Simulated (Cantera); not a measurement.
Input: 1 mol Si2Cl6, 6.5 mol NH3, 12 mol N2, held at 1025 °C and 0.520 bar.

These are equilibrium values from Cantera (NASA tables, ideal gas, pure condensed phases), not measurements of a reactor. The feed counts by its element totals alone. The tables' values for SiCl3 are old estimates; treat these amounts as uncertain. Kinetics and transport are ignored.

| species | before | after |
|---|---|---|
| N2 | 0.526 | 0.524 |
| H2 | 0.262 | 0.259 |
| HCl | 0.207 | 0.212 |
| SiCl2 | 6.31e-5 | 0.00384 |
| Cl | 5.09e-7 | 1.09e-5 |
| H | 7.63e-7 | 1.58e-5 |
| SiHCl3 | 0.000233 | 3.36e-5 |
| SiCl4 | 0.00409 | 0.000611 |
| SiCl3 | 0.000208 | 0.000627 |
| Si3N4(s), mol | 0.626 | 0.621 |
Gas species are given as mole fractions.

### Question
Which change was made?
A. pressure from 0.520 bar to 1.20 mbar
B. NH3 from 6.5 to 19 mol
C. NH3 from 6.5 to 0.81 mol
D. temperature from 1025 °C to 1452 °C

### Answer
A, pressure from 0.520 bar to 1.20 mbar
